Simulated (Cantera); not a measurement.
What does this Cantera script print?

```python
import numpy as np
import cantera as ct

gas_names = """
    Electron C C+ C- CH CH+ CH2 CH3 CH2OH CH3O CH4 CH3OH CO CO+ CO2 CO2+ COOH C2 C2+ C2- C2H CHCO,ketyl
    C2H2,acetylene C2H2,vinylidene CH2CO,ketene C2H3,vinyl CH3CO,acetyl C2H4 C2H4O,ethylen
    CH3CHO,ethanal CH3COOH (HCOOH)2 C2H5 C2H6 CH3OCH3 C2H5OH C2O C3 C3H3,propargyl C3H4,allene
    C3H4,propyne C3H4,cyclo- C3H5,allyl C3H6,propylene C3H6,cyclo- C3H6O C3H7,n-propyl C3H7,i-propyl
    C3H8 C3H8O,1propanol C3H8O,2propanol C3O2 C4 C4H2 C4H4,1,3-cyclo- C4H6,butadiene C4H6,2-butyne
    C4H6,cyclo- C4H8,1-butene C4H8,cis2-buten C4H8,tr2-butene C4H8,isobutene C4H8,cyclo- (CH3COOH)2
    C4H9,n-butyl C4H9,i-butyl C4H9,s-butyl C4H9,t-butyl C4H10,isobutane C4H10,n-butane C5 C5H6,1,3cyclo-
    C5H8,cyclo- C5H10,1-pentene C5H10,cyclo- C5H11,pentyl C5H11,t-pentyl C5H12,n-pentane C5H12,i-pentane
    CH3C(CH3)2CH3 C6H2 C6H5,phenyl C6H5O,phenoxy C6H6 C6H5OH,phenol C6H10,cyclo- C6H12,1-hexene
    C6H12,cyclo- C6H13,n-hexyl C7H7,benzyl C7H8 C7H8O,cresol C7H14,1-heptene C7H15,n-heptyl
    C7H16,n-heptane C8H8,styrene C8H10,ethylbenz C8H16,1-octene C8H17,n-octyl C8H18,isooctane
    C8H18,n-octane C9H19,n-nonyl C10H8,naphthale C10H21,n-decyl C12H9,o-bipheny C12H10,bipheny H H+ H-
    HCO HCO+ HO2 H2 H2+ H2- HCHO,formaldehy HCOOH H2O H2O+ H2O2 H3O+ O O+ O- OH OH+ OH- O2 O2+ O2- O3
""".split()
cond_names = """
    C(gr) C6H6(L) C7H8(L) C8H18(L),n-octa H2O(s) H2O(L)
""".split()


def load(file, names, dense=False):
    # The tables refer to 1 bar. Condensed volumes are neglected.
    table = {s.name: s for s in ct.Species.list_from_file(file)}
    out = []
    for n in names:
        d = dict(table[n].input_data)
        d["thermo"] = dict(d["thermo"], **{"reference-pressure": 1e5})
        if dense:
            d["equation-of-state"] = {"model": "constant-volume", "density": "1e6 g/cm^3"}
        out.append(ct.Species.from_dict(d))
    return out


gas = ct.Solution(thermo="ideal-gas", species=load("nasa_gas.yaml", gas_names))
cond = {s.name: ct.Solution(thermo="fixed-stoichiometry", species=[s], name=s.name)
        for s in load("nasa_condensed.yaml", cond_names, dense=True)}
atoms = {
    'toluene': {'C': 7, 'H': 8},
    'CO2': {'C': 1, 'O': 2},
}
top_T = {'C(gr)': 4500}  # K; cautious upper limits of use, not melting points


def equilibrate(T, P, feed):
    n = {}
    for name, mol in feed.items():
        for a, k in atoms[name].items():
            n[a] = n.get(a, 0.0) + k * mol
    gas.TPX = T, P, n
    mass = sum(n.values()) * gas.mean_molecular_weight
    gas.equilibrate("TP")
    valid = [c for c in cond.values() if c.min_temp <= T <= top_T.get(c.name, c.max_temp)]
    mix = ct.Mixture([(gas, mass / gas.mean_molecular_weight)] + [(c, 0.0) for c in valid])
    mix.T, mix.P = T, P
    mix.equilibrate("TP", solver="vcs", rtol=1e-11, max_steps=5000)
    return mix


results = []
feed = {'toluene': 1, 'CO2': 0.032}  # mol
P = 100  # Pa
for T in [3000, 3500, 4000, 4500, 5000]:
    mix = equilibrate(T, P, feed)
    results.append((T, P, feed, dict(zip(mix.species_names, mix.species_moles))))

top = {s: max(r[3][s] / sum(r[3][g] for g in gas_names) for r in results) for s in gas_names}
cols = sorted((s for s in top if top[s] > 1e-05), key=lambda s: -top[s])[:9]
seen = [c for c in cond_names if any(r[3].get(c, 0) > 1e-12 for r in results)]
print("log10 of partial pressures in bar; condensed amounts in mol")
print(f"{'T/K':>10s}" + "".join(f"{s[:9]:>10s}" for s in cols + seen))
for T, P, feed, n in results:
    ng = sum(n[g] for g in gas_names)
    print(f"{T:10.4g}" + "".join(f"{np.log10(max(n[s] / ng * P / 1e5, 1e-99)):10.3f}" for s in cols)
          + "".join(f"{n.get(c, 0):10.4g}" for c in seen))
```

Result:

```
log10 of partial pressures in bar; condensed amounts in mol
       T/K         H         C        C3        C2        H2        CO       C2H        C5  Electron
      3000    -3.145    -4.372    -3.735    -4.652    -4.688    -5.214    -5.269    -5.626   -10.472
      3500    -3.228    -3.489    -4.420    -4.408    -5.998    -5.323    -6.321    -7.517    -8.599
      4000    -3.271    -3.343    -6.484    -5.258    -6.948    -5.368    -8.124   -11.513    -7.443
      4500    -3.274    -3.335    -8.412    -6.134    -7.625    -5.376    -9.710   -15.154    -6.588
      5000    -3.275    -3.335    -9.972    -6.847    -8.166    -5.461   -10.991   -18.098    -5.902
```

These are equilibrium values from Cantera (NASA tables, ideal gas, pure condensed phases), not measurements of a reactor.
